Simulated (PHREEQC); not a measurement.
Solution (24 °C): 39 mmol/kgw NH3 and 0.016 mmol/kgw H4SiO4. Closed to the air; pH follows from the charge balance.

Model: ion-association model, wateq4f.dat, run in PHREEQC.

No solid was allowed to form.

Order these Si species by the share of Si that they hold, largest first: H4SiO4, H2SiO4-2, H3SiO4-.

H3SiO4- (92 %), H4SiO4 (7.2 %), H2SiO4-2 (0.57 %)

The pH is 10.94 and the ionic strength 0.000851 mol/kgw.
